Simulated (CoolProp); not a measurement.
The numbers come from the reference Helmholtz-energy equation of state, Gedanitz 2015 in CoolProp.

Problem. For cyclopentane, give the phase and the cv (kJ/(kg K)), conductivity (mW/(m K)) at 524.8 K and 3.53 MPa.

Solution. 
- 524.8 K and 3.53 MPa: gas; cv 2.22, conductivity 50.8

Thermal conductivity comes from a separate model (Vassiliou 2015).
